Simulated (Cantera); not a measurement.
Input (Python, Cantera):

```python
import numpy as np
import cantera as ct

gas = ct.Solution("gri30.yaml")
gas.TPX = 1173, 30000, {'N2O': 1, 'O2': 0.27}
reactor = ct.IdealGasConstPressureReactor(gas, energy="off", clone=False)
net = ct.ReactorNet([reactor])
net.rtol, net.atol = 1e-08, 1e-18
show = ['N2O', 'O2', 'N2', 'O', 'NO', 'NO2']
times = np.geomspace(0.0004, 20, 14)

steps = ct.SolutionArray(gas, extra=["t"])
rows = []
print(f"{'t/s':>10s}{'T/K':>9s}{'P/Pa':>11s}" + "".join(f"{s:>11s}" for s in show))
for t in times:
    while net.time < t:
        t_next = net.step()
        steps.append(gas.state, t=t_next)
    rows.append([np.interp(t, steps.t, y) for y in (steps.T, steps.P, *steps(*show).X.T)])
    print(f"{t:10.3e}{rows[-1][0]:9.1f}{rows[-1][1]:11.4g}" + "".join(f"{x:11.3e}" for x in rows[-1][2:]))
rate = np.gradient(steps.T, steps.t)
print("integrator steps:", len(steps.t))
if steps.T.max() > steps.T[0] + 200:
    print(f"time of steepest temperature rise: {steps.t[rate.argmax()]:.4e} s")
gas.TPX = 1173, 30000, {'N2O': 1, 'O2': 0.27}
gas.equilibrate("TP")
print(f"equilibrium (TP): T = {gas.T:.1f} K  " + "  ".join(f"{s} {gas[s].X[0]:.3e}" for s in show))
```

Output:

```
       t/s      T/K       P/Pa        N2O         O2         N2          O         NO        NO2
 4.000e-04   1173.0      3e+04  7.874e-01  2.126e-01  3.126e-05  1.170e-06  2.976e-06  3.145e-11
 9.194e-04   1173.0      3e+04  7.873e-01  2.126e-01  7.323e-05  1.170e-06  7.126e-06  1.802e-10
 2.113e-03   1173.0      3e+04  7.872e-01  2.127e-01  1.697e-04  1.170e-06  1.666e-05  9.807e-10
 4.858e-03   1173.0      3e+04  7.868e-01  2.127e-01  3.913e-04  1.170e-06  3.857e-05  5.189e-09
 1.117e-02   1173.0      3e+04  7.861e-01  2.129e-01  9.002e-04  1.170e-06  8.888e-05  2.663e-08
 2.567e-02   1173.0      3e+04  7.844e-01  2.133e-01  2.068e-03  1.169e-06  2.042e-04  1.310e-07
 5.900e-02   1173.0      3e+04  7.805e-01  2.143e-01  4.738e-03  1.169e-06  4.678e-04  5.908e-07
 1.356e-01   1173.0      3e+04  7.716e-01  2.165e-01  1.081e-02  1.167e-06  1.066e-03  2.273e-06
 3.117e-01   1173.0      3e+04  7.517e-01  2.215e-01  2.442e-02  1.163e-06  2.404e-03  6.992e-06
 7.165e-01   1173.0      3e+04  7.085e-01  2.322e-01  5.397e-02  1.153e-06  5.300e-03  1.767e-05
 1.647e+00   1173.0      3e+04  6.210e-01  2.540e-01  1.138e-01  1.129e-06  1.112e-02  3.928e-05
 3.785e+00   1173.0      3e+04  4.675e-01  2.923e-01  2.189e-01  1.072e-06  2.113e-02  7.692e-05
 8.701e+00   1173.0      3e+04  2.623e-01  3.439e-01  3.598e-01  9.268e-07  3.382e-02  1.261e-04
 2.000e+01   1173.0      3e+04  8.900e-02  3.884e-01  4.797e-01  5.920e-07  4.276e-02  1.668e-04
integrator steps: 690
equilibrium (TP): T = 1173.0 K  N2O 6.413e-09  O2 4.349e-01  N2 5.649e-01  O 1.693e-08  NO 1.940e-04  NO2 2.942e-06
```

Detailed kinetics in Cantera: GRI-Mech 3.0 (53 species, 325 reactions). GRI-Mech 3.0 was tuned for natural gas; its chemistry of N2O as a main component is partial and can be far from experiment. The mechanism lacks the step 2 NO + O2 → 2 NO2, which can matter for NO2 below about 1400 K. The temperature is held fixed by assumption; the heat of reaction is taken as removed at once.
